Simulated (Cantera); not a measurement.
Charge: 1 mol Hg, 0.3 mol N2, 0.17 mol O2, equilibrated at 1 atm.

Method: chemical equilibrium by Gibbs-energy minimisation in Cantera with the NASA 1993 tables (ideal gas, pure condensed phases). Candidate condensed phases: Hg, HgO; 10 gas species. Kinetics and transport are ignored.

### Question
What share of the Hg ends up in condensed phases as a function of T (K), at 573, 623, 673, 723, 773, 823, 873, 923, 973?

### Answer
```json
[
 {"T (K)": "573", "Hg condensed (%)": "85.9", "as": "Hg(l) + HgO(s)"},
 {"T (K)": "623", "Hg condensed (%)": "34.0", "as": "HgO(s)"},
 {"T (K)": "673", "Hg condensed (%)": "32.0", "as": "HgO(s)"},
 {"T (K)": "723", "Hg condensed (%)": "0.0", "as": "-"},
 {"T (K)": "773", "Hg condensed (%)": "0.0", "as": "-"},
 {"T (K)": "823", "Hg condensed (%)": "0.0", "as": "-"},
 {"T (K)": "873", "Hg condensed (%)": "0.0", "as": "-"},
 {"T (K)": "923", "Hg condensed (%)": "0.0", "as": "-"},
 {"T (K)": "973", "Hg condensed (%)": "0.0", "as": "-"}
]
```
